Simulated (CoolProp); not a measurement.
Properties of n-octane along the isotherm 620 K.

The numbers come from the reference Helmholtz-energy equation of state, Beckmüller 2019 in CoolProp.

```json
[
 {"p (MPa)": "0.0393", "phase": "gas", "cv (kJ/(kg K))": "2.856", "viscosity (µPa s)": "11.6", "conductivity (mW/(m K))": "46.0"},
 {"p (MPa)": "0.0611", "phase": "gas", "cv (kJ/(kg K))": "2.856", "viscosity (µPa s)": "11.7", "conductivity (mW/(m K))": "46.1"},
 {"p (MPa)": "0.0952", "phase": "gas", "cv (kJ/(kg K))": "2.857", "viscosity (µPa s)": "11.7", "conductivity (mW/(m K))": "46.1"},
 {"p (MPa)": "0.148", "phase": "gas", "cv (kJ/(kg K))": "2.858", "viscosity (µPa s)": "11.7", "conductivity (mW/(m K))": "46.2"},
 {"p (MPa)": "0.231", "phase": "gas", "cv (kJ/(kg K))": "2.860", "viscosity (µPa s)": "11.7", "conductivity (mW/(m K))": "46.4"},
 {"p (MPa)": "0.359", "phase": "gas", "cv (kJ/(kg K))": "2.864", "viscosity (µPa s)": "11.7", "conductivity (mW/(m K))": "46.6"},
 {"p (MPa)": "0.56", "phase": "gas", "cv (kJ/(kg K))": "2.869", "viscosity (µPa s)": "11.8", "conductivity (mW/(m K))": "47.0"},
 {"p (MPa)": "0.871", "phase": "gas", "cv (kJ/(kg K))": "2.878", "viscosity (µPa s)": "11.9", "conductivity (mW/(m K))": "47.6"},
 {"p (MPa)": "1.36", "phase": "gas", "cv (kJ/(kg K))": "2.894", "viscosity (µPa s)": "12.3", "conductivity (mW/(m K))": "48.8"},
 {"p (MPa)": "2.11", "phase": "gas", "cv (kJ/(kg K))": "2.924", "viscosity (µPa s)": "13.2", "conductivity (mW/(m K))": "51.0"},
 {"p (MPa)": "3.29", "phase": "supercritical", "cv (kJ/(kg K))": "2.994", "viscosity (µPa s)": "17.1", "conductivity (mW/(m K))": "57.3"},
 {"p (MPa)": "5.12", "phase": "supercritical", "cv (kJ/(kg K))": "3.005", "viscosity (µPa s)": "33.4", "conductivity (mW/(m K))": "64.5"},
 {"p (MPa)": "7.98", "phase": "supercritical", "cv (kJ/(kg K))": "2.961", "viscosity (µPa s)": "46.9", "conductivity (mW/(m K))": "68.5"},
 {"p (MPa)": "12.4", "phase": "supercritical", "cv (kJ/(kg K))": "2.946", "viscosity (µPa s)": "59.1", "conductivity (mW/(m K))": "74.2"}
]
```

Viscosity comes from a separate model (Huber 2004). Thermal conductivity comes from a separate model (Huber 2005).
